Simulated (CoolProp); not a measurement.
Vapour-liquid equilibrium of 1-butene (1) + n-butane (2) at 272.8 K; x and y are mole fractions of (1).

The numbers come from the multi-fluid Helmholtz-energy mixture model, Lemmon 2005 and Bücker 2006; pair parameters Bell 2016 in CoolProp.

```csv
x,bubble pressure (bar),y at the bubble point,dew pressure at overall composition x (bar),liquid density (mol/L)
0.05,1.032,0.062,1.030,10.37
0.125,1.053,0.153,1.046,(withheld)
0.2,1.074,(withheld),1.064,10.47
0.275,1.095,0.324,1.083,10.52
0.35,1.116,0.404,1.102,10.57
0.425,1.137,0.482,1.122,10.62
0.5,1.157,0.556,1.142,(withheld)
0.575,1.177,0.627,(withheld),10.72
0.65,(withheld),(withheld),1.183,10.77
0.725,(withheld),(withheld),1.203,10.83
0.8,1.230,0.828,1.223,10.88
0.875,1.246,0.893,1.242,10.93
0.95,1.261,0.957,1.260,10.99
```

Q: Complete the blanks.

A: 
- 0.125, liquid density (mol/L): 10.42
- 0.2, y at the bubble point: 0.240
- 0.5, liquid density (mol/L): 10.67
- 0.575, dew pressure at overall composition x (bar): 1.162
- 0.65, bubble pressure (bar): 1.195
- 0.65, y at the bubble point: 0.696
- 0.725, bubble pressure (bar): 1.213
- 0.725, y at the bubble point: 0.763

No azeotrope shows between x = 0.05 and 0.95.

The pair parameters rest on a limited set of measurements; away from them the model extrapolates.
